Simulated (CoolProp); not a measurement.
Vapour-liquid equilibrium of R13 (1) + propylene (2) at 181.3 K; x and y are mole fractions of (1).

The numbers come from the multi-fluid Helmholtz-energy mixture model, Platzer 1990 and Lemmon 2013; pair parameters Bell 2016 in CoolProp. This equation is an older, rougher fit; its heat capacities, sound speeds and derivatives of the liquid may be far off and weren't checked against measurements.

```
x     bubble pressure (bar)  y at the bubble point  dew pressure at overall composition x (bar)  liquid density (mol/L)
----  ---------------------  ---------------------  -------------------------------------------  ----------------------
0.05                 0.1400                  0.478                                          [?]                   15.69
0.2                  0.2756                  0.767                                      0.09442                   15.55
0.35                    [?]                    [?]                                       0.1146                   15.40
0.5                     [?]                    [?]                                       0.1456                   15.27
0.65                 0.4551                  0.908                                          [?]                   15.14
0.8                  0.4966                  0.939                                       0.3082                   15.03
0.95                 0.5425                  0.981                                       0.5100                   14.95
```

Task: What belongs in the gaps?

Result: 
- 0.05, dew pressure at overall composition x (bar): 0.08026
- 0.35, bubble pressure (bar): 0.3577
- 0.35, y at the bubble point: 0.841
- 0.5, bubble pressure (bar): 0.4122
- 0.5, y at the bubble point: 0.879
- 0.65, dew pressure at overall composition x (bar): 0.1989

No azeotrope shows between x = 0.05 and 0.95.

Pair parameters are fitted to limited data, so mixtures are less certain than the pure fluids. With so large a gap from Raoult's law the liquid may split in two, which this calculation doesn't test in full.
